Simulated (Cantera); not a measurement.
## Equilibrium for fluorocarbon and chlorocarbon gases: CH3Cl + CH4 + H2

Charge: 1 mol CH3Cl, 1.7 mol CH4, 0.46 mol H2, at 1.00 Pa.

Method: chemical equilibrium by Gibbs-energy minimisation in Cantera with the NASA 1993 tables (ideal gas, pure condensed phases). Candidate condensed phases: C, C6H6, C7H8, C8H18; 91 gas species. Equilibrium is a limit: real reactors are often held back by kinetics, nucleation or transport.

```tsv
T (K)	log p H	log p H2	log p C	log p HCl	log p Cl	log p C3	log p C2	n C(graphite)
1725	-6.28	-5.11	-13.50	-5.80	-7.09	-13.98	-15.07	2.70
1825	-5.93	-5.14	-12.31	-5.85	-6.75	-12.61	-13.70	2.70
1925	-5.63	-5.21	-11.25	-5.94	-6.48	-11.39	-12.47	2.70
2025	-5.39	-5.34	-10.29	-6.10	-6.28	-10.29	-11.36	2.69
2125	-5.22	-5.55	-9.42	-6.36	-6.16	-9.30	-10.36	2.69
2225	-5.12	-5.86	-8.63	-6.70	-6.10	-8.40	-9.46	2.67
2325	-5.07	-6.23	-7.90	-7.09	-6.08	-7.58	-8.63	2.58
2425	-5.06	-6.63	-7.24	-7.50	-6.08	-6.83	-7.87	2.06
2525	-5.08	-7.06	-6.66	-7.94	-6.11	-6.23	-7.23	0
2625	-5.09	-7.43	-6.34	-8.31	-6.12	-6.32	-7.07	0
2725	-5.10	-7.79	-6.07	-8.66	-6.13	-6.49	-6.98	0
2825	-5.11	-8.13	-5.88	-8.99	-6.14	-6.83	-7.02	0
2925	-5.12	-8.44	-5.78	-9.30	-6.15	-7.37	-7.20	0
```
log p: log10 of the partial pressure in bar; n: condensed amount in mol.

From 1725 K to 2425 K the condensed part is C(graphite). From 2525 K to 2925 K nothing is condensed. The main C-bearing gas is C2H2 (acetylene) at 1725 K and C at 2925 K.
